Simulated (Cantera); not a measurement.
## Premixed flame

A freely propagating, adiabatic, planar premixed flame of C3H8 : O2 : N2 = 1 : 4.55 : 17.1 (molar parts), unburnt at 525 K and 3300 Torr; multicomponent+Soret transport, grid criteria slope 0.08 and curve 0.16, no radiation.

Computed with Cantera and GRI-Mech 3.0 (53 species, 325 reactions). GRI-Mech 3.0 was tuned for natural gas; its chemistry of propane as a main component is partial and can be far from experiment. Burning velocities carry a grid error of a few per cent, more on coarse grids.

```json
[
 {"z (mm)": "-0.245", "T (K)": "525", "u (m/s)": "0.868", "x C3H8": "0.0441", "x O2": "0.201", "x CH2": "<1e-8", "x OH": "<1e-8", "x N2O": "<1e-8", "x C2H4": "5.32e-7"},
 {"z (mm)": "-0.163", "T (K)": "527", "u (m/s)": "0.872", "x C3H8": "0.0441", "x O2": "0.200", "x CH2": "<1e-8", "x OH": "<1e-8", "x N2O": "<1e-8", "x C2H4": "8.55e-6"},
 {"z (mm)": "-0.123", "T (K)": "533", "u (m/s)": "0.884", "x C3H8": "0.0441", "x O2": "0.199", "x CH2": "<1e-8", "x OH": "<1e-8", "x N2O": "<1e-8", "x C2H4": "5.15e-5"},
 {"z (mm)": "-0.0817", "T (K)": "586", "u (m/s)": "0.977", "x C3H8": "0.0441", "x O2": "0.194", "x CH2": "<1e-8", "x OH": "2.02e-7", "x N2O": "<1e-8", "x C2H4": "0.000541"},
 {"z (mm)": "-0.0409", "T (K)": "965", "u (m/s)": "1.65", "x C3H8": "0.0341", "x O2": "0.155", "x CH2": "6.48e-8", "x OH": "1.46e-5", "x N2O": "2.78e-8", "x C2H4": "0.00583"},
 {"z (mm)": "-0.0204", "T (K)": "1392", "u (m/s)": "2.46", "x C3H8": "0.0129", "x O2": "0.108", "x CH2": "5.96e-6", "x OH": "0.000214", "x N2O": "7.28e-8", "x C2H4": "0.0107"},
 {"z (mm)": "0", "T (K)": "1813", "u (m/s)": "3.29", "x C3H8": "0.000377", "x O2": "0.0578", "x CH2": "6.54e-5", "x OH": "0.00196", "x N2O": "1.49e-7", "x C2H4": "0.00423"},
 {"z (mm)": "0.0204", "T (K)": "2015", "u (m/s)": "3.66", "x C3H8": "2.69e-7", "x O2": "0.0293", "x CH2": "3.51e-5", "x OH": "0.00541", "x N2O": "2.33e-7", "x C2H4": "0.000210"},
 {"z (mm)": "0.0409", "T (K)": "2088", "u (m/s)": "3.77", "x C3H8": "<1e-8", "x O2": "0.0182", "x CH2": "3.20e-6", "x OH": "0.00743", "x N2O": "2.83e-7", "x C2H4": "3.68e-6"},
 {"z (mm)": "0.0817", "T (K)": "2166", "u (m/s)": "3.89", "x C3H8": "<1e-8", "x O2": "0.0117", "x CH2": "1.19e-8", "x OH": "0.00798", "x N2O": "2.88e-7", "x C2H4": "<1e-8"},
 {"z (mm)": "0.163", "T (K)": "2249", "u (m/s)": "4.01", "x C3H8": "<1e-8", "x O2": "0.00798", "x CH2": "<1e-8", "x OH": "0.00719", "x N2O": "2.64e-7", "x C2H4": "<1e-8"},
 {"z (mm)": "0.327", "T (K)": "2323", "u (m/s)": "4.13", "x C3H8": "<1e-8", "x O2": "0.00511", "x CH2": "<1e-8", "x OH": "0.00579", "x N2O": "2.34e-7", "x C2H4": "<1e-8"},
 {"z (mm)": "0.654", "T (K)": "2377", "u (m/s)": "4.21", "x C3H8": "<1e-8", "x O2": "0.00293", "x CH2": "<1e-8", "x OH": "0.00435", "x N2O": "1.95e-7", "x C2H4": "<1e-8"}
]
```
x: mole fraction of selected species; z is measured from the peak of heat release.

```json
{
 "laminar_burning_velocity": "86.7 cm/s",
 "thermal_thickness": "0.0817 mm",
 "peak x(CH2)": "7.12e-5",
 "peak x(OH)": "0.00801",
 "peak x(C2H4)": "0.0108",
 "grid_points": "153"
}
```
